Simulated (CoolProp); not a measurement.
Vapour-liquid equilibrium of CHF3 (R23) (1) + R125 (2) at -8.45 °C; x and y are mole fractions of (1).

The numbers come from the multi-fluid Helmholtz-energy mixture model, Penoncello 2003 and Lemmon 2005; pair parameters Bell 2016 in CoolProp.

Give the bubble pressure and the first vapour's composition at x = 0.05, 0.45, 0.55. Is there an azeotrope?

x = 0.05: 5.686 bar, y = 0.135; x = 0.45: 11.05 bar, y = 0.701; x = 0.55: 12.51 bar, y = 0.774. No azeotrope shows between x = 0.05 and 0.95.

The pair parameters rest on a limited set of measurements; away from them the model extrapolates.
